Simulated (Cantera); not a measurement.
Standard-state values (1 bar) from the NASA 1993 polynomials, evaluated with Cantera. Values are per mole of reaction as written; species without (g) are pure solids or liquids, kept so even where they would boil at 1 bar. TiC: taken at fixed stoichiometry.

Task: Between 898 and 1573 K, where is each reaction favourable under standard conditions?
- 9 C + 3 Ti₃O₅ → 9 TiC + 5 O₃(g)
- 2 CO(g) + 2 TiO₂ → 2 TiC + 3 O₂(g)
- 2 TiC + Ti₃O₅ → 5 TiO(g) + 2 C

Result: 
- 9 C + 3 Ti₃O₅ → 9 TiC + 5 O₃(g): ΔG° is 5616 kJ at 898 K and 5077 kJ at 1573 K; it stays positive (K < 1). ΔH° is 6285 kJ and ΔS° 768 J/K at 1573 K.
- 2 CO(g) + 2 TiO₂ → 2 TiC + 3 O₂(g): ΔG° is 1596 kJ at 898 K and 1492 kJ at 1573 K; it stays positive (K < 1). ΔH° is 1731 kJ and ΔS° 152 J/K at 1573 K.
- 2 TiC + Ti₃O₅ → 5 TiO(g) + 2 C: ΔG° is 2239 kJ at 898 K and 1651 kJ at 1573 K; it stays positive (K < 1). ΔH° is 2983 kJ and ΔS° 847 J/K at 1573 K.
